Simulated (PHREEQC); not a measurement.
A solution holds 0.74 mol HCl, 0.00071 mol CuSO4 and 0.59 mol Na2SO4 per kg of water, at 25 °C. Closed to the air; pH follows from the charge balance.

Computed with PHREEQC (ion-association model, phreeqc.dat).

| quantity | before | after |
|---|---|---|
| pH | 0.59 | 0.00 |
| ionic strength (mol/kgw) | 1.55 | 1.41 |
| HSO4- (mol/kgw) | 0.388 | 0.554 |
| SO4-2 (mol/kgw) | 0.110 | 0.0371 |
| Cu+2 (mol/kgw) | 0.000399 | 0.000455 |
| CuCl+ (mol/kgw) | 0.000150 | 0.000175 |

Problem. Which change was made?
(A) temperature from 25 to 20 °C
(B) Na2SO4 replaced by H2SO4 at the same molality
(C) temperature from 25 to 85 °C
(D) CuSO4 from 0.00071 to 0.000781 mol/kgw
(E) temperature from 25 to 40 °C

Solution. B, Na2SO4 replaced by H2SO4 at the same molality

This is a speciation only: nothing precipitates in the calculation. The ionic strength passes 0.7 mol/kgw, the rough limit of the ion-association models, in every such run.
